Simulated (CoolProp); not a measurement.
A simple Rankine cycle with hydrogen sulfide: condensing at 291.15 K, boiler at 6.8 MPa, turbine inlet 506.9 K, turbine efficiency 0.8, pump efficiency 0.7, no recuperator. Each further row changes one setting.

The numbers come from the reference Helmholtz-energy equation of state, Lemmon 2006 in CoolProp. It is a short technical equation, of lower accuracy than the large ones.

| case | thermal efficiency (%) | net work (kJ/kg) | heat in (kJ/kg) | turbine exit temperature (K) | volume ratio over the turbine |
|---|---|---|---|---|---|
| as stated | 15.3 | 97.6 | 640 | ___ | 3.14 |
| turbine inlet 526.9 K | ___ | 104 | ___ | 400.8 | 3.14 |
| condensing temperature 283.15 K | ___ | 111 | 657 | 368.2 | ___ |
| boiler pressure 4.76 MPa | 12.1 | 79.7 | 657 | ___ | 2.34 |
| turbine efficiency 0.7 | 13.2 | 84.3 | 640 | 395.2 | 3.26 |

Q: Complete the blanks.

A: 
- as stated, turbine exit temperature (K): 383.4
- turbine inlet 526.9 K, thermal efficiency (%): 15.6
- turbine inlet 526.9 K, heat in (kJ/kg): 666
- condensing temperature 283.15 K, thermal efficiency (%): 16.8
- condensing temperature 283.15 K, volume ratio over the turbine: 3.75
- boiler pressure 4.76 MPa, turbine exit temperature (K): 414.3
